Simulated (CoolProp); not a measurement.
Nitrogen along the isobar 2.6 MPa: Z from the reference equation and from simpler models built on Tc = 126.2 K, pc = 3.396 MPa, ω = 0.037; each cubic takes its own stable root.

Values from CoolProp's reference Helmholtz-energy equation of state, Span 2000.

```json
[
 {"T (K)": "87.1", "phase": "liquid", "reference": "0.1310"},
 {"T (K)": "104.8", "phase": "liquid", "reference": "0.1246"},
 {"T (K)": "122.5", "phase": "gas", "reference": "0.5986"},
 {"T (K)": "140.1", "phase": "gas", "reference": "0.7887"},
 {"T (K)": "157.8", "phase": "gas", "reference": "0.8661"},
 {"T (K)": "175.5", "phase": "gas", "reference": "0.9101"},
 {"T (K)": "193.1", "phase": "gas", "reference": "0.9379"},
 {"T (K)": "210.8", "phase": "gas", "reference": "0.9569"},
 {"T (K)": "228.5", "phase": "gas", "reference": "0.9702"},
 {"T (K)": "246.1", "phase": "gas", "reference": "0.9798"},
 {"T (K)": "263.8", "phase": "gas", "reference": "0.9870"},
 {"T (K)": "281.5", "phase": "gas", "reference": "0.9925"},
 {"T (K)": "299.1", "phase": "gas", "reference": "0.9966"},
 {"T (K)": "316.8", "phase": "gas", "reference": "0.9998"}
]
```

Question: How far does each simpler model (van der Waals, Redlich-Kwong, Soave-Redlich-Kwong, Peng-Robinson) lie from the reference over these 14 states: mean and median of the absolute difference, and the worst?

Answer: 
- van der Waals: mean 7.9 %, median 1.4 %, worst +44.3 % at 104.8 K and 2.6 MPa
- Redlich-Kwong: mean 0.7 %, median 0.5 %, worst +3.7 % at 104.8 K and 2.6 MPa
- Soave-Redlich-Kwong: mean 0.5 %, median 0.3 %, worst +3.6 % at 104.8 K and 2.6 MPa
- Peng-Robinson: mean 2.7 %, median 1.4 %, worst -11.2 % at 87.1 K and 2.6 MPa
